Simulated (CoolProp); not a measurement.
Aqueous calcium chloride as a coolant, at 40 °C, 1 atm.

Computed with CoolProp (Melinder's fits for secondary coolants).

```tsv
mass %	freezing point (°C)	density (kg/m³)	Prandtl number	cp (kJ/(kg K))	viscosity (mPa s)
4.3	-2.0	1026	4.69	3.953	0.742
6.8	-3.4	1048	4.85	3.822	0.791
9.3	-5.3	1072	5.03	3.688	0.846
11.7	-7.4	1094	5.25	3.559	0.909
14.2	-10.1	1117	5.55	3.428	0.993
16.7	-13.2	1140	5.96	3.302	1.10
19.2	-16.9	1163	6.50	3.187	1.23
21.7	-21.4	1185	7.21	3.084	1.41
24.2	-26.9	1209	8.12	2.995	1.62
```
